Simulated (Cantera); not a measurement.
An isothermal, constant-pressure homogeneous reactor starts with CO : O₂ : H₂O : N₂ = 0.0018 : 0.041 : 0.0012 : 1 (molar parts), equivalence ratio 0.022, at 1500 K and 750 Torr. Integrator tolerance rtol = 1e-08.

Detailed kinetics in Cantera: GRI-Mech 3.0 (53 species, 325 reactions).

What does this change do: pressure from 750 Torr to 7500 Torr?


```json
[
 {"quantity": "x(CO) at 60.0 s", "before": "4.33e-8 (gas-phase equilibrium 4.35e-8)", "after": "1.37e-8 (gas-phase equilibrium 1.38e-8)"},
 {"quantity": "x(O₂) at 60.0 s", "before": "0.0384 (gas-phase equilibrium 0.0382)", "after": "0.0384 (gas-phase equilibrium 0.0381)"},
 {"quantity": "x(H₂O) at 60.0 s", "before": "0.00115 (gas-phase equilibrium 0.00115)", "after": "0.00115 (gas-phase equilibrium 0.00115)"},
 {"quantity": "x(HO₂) at 60.0 s", "before": "5.82e-9 (gas-phase equilibrium 5.78e-9)", "after": "1.03e-8 (gas-phase equilibrium 1.03e-8)"},
 {"quantity": "x(NO) at 60.0 s", "before": "2.17e-6 (gas-phase equilibrium 0.000578)", "after": "7.00e-6 (gas-phase equilibrium 0.000578)"}
]
```

What does this change do: temperature 1500 to 1400 K?


```tsv
quantity	before	after
x(CO) at 60.0 s	4.33e-8 (gas-phase equilibrium 4.35e-8)	8.69e-9 (gas-phase equilibrium 8.71e-9)
x(O₂) at 60.0 s	0.0384 (gas-phase equilibrium 0.0382)	0.0384 (gas-phase equilibrium 0.0383)
x(H₂O) at 60.0 s	0.00115 (gas-phase equilibrium 0.00115)	0.00115 (gas-phase equilibrium 0.00115)
x(HO₂) at 60.0 s	5.82e-9 (gas-phase equilibrium 5.78e-9)	2.71e-9 (gas-phase equilibrium 2.70e-9)
x(NO) at 60.0 s	2.17e-6 (gas-phase equilibrium 0.000578)	4.83e-7 (gas-phase equilibrium 0.000343)
```
